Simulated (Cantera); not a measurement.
An isothermal, constant-pressure homogeneous reactor starts with 0.715 % H2, 99.3 % O2, at 1200 K and 30.0 Torr.

Computed with Cantera and the H2/O2 subset of GRI-Mech 3.0, which has no nitrogen chemistry. Radical loss at walls, strong at low pressure, is not modelled.

One state of this run: x H2 = 2.81e-6; x O2 = 0.992; x H2O2 = 2.49e-8; x OH = 0.000196; x H = 8.77e-6; x O = 0.000705; x H2O = 0.00707. x: mole fraction; the columns are a selection and need not sum to one.

Task: Which value of t (s) does it belong to?
A) 0.00214
B) 0.0350
C) 0.0612
D) 0.107

Result: D, 0.107
